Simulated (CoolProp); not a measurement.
A closed Brayton cycle with carbon dioxide: compressor inlet 320.15 K and 8.1 MPa, high pressure 15.4 MPa, turbine inlet 915 K, compressor efficiency 0.8, turbine efficiency 0.85, recuperator effectiveness 0.9 (on enthalpy, no pinch check). Each further row changes one setting.

Model: reference Helmholtz-energy equation of state, Span 1996, in CoolProp.

| case | thermal efficiency (%) | net work (kJ/kg) | compressor to turbine work | compressor exit (K) | turbine exit (K) |
|---|---|---|---|---|---|
| as stated | 29.4 | 60.8 | 0.33 | 372.2 | 836.6 |
| turbine inlet 865 K | 28.3 | 55.5 | 0.36 | 372.2 | 789.4 |
| compressor inlet 330.15 K | 28.7 | 56.0 | 0.39 | 386.9 | 836.6 |
| high pressure 13.1 MPa | 26.3 | 47.0 | 0.32 | 358.8 | 856.0 |
| recuperator effectiveness 0.5 | 14.3 | 60.8 | 0.33 | 372.2 | 836.6 |
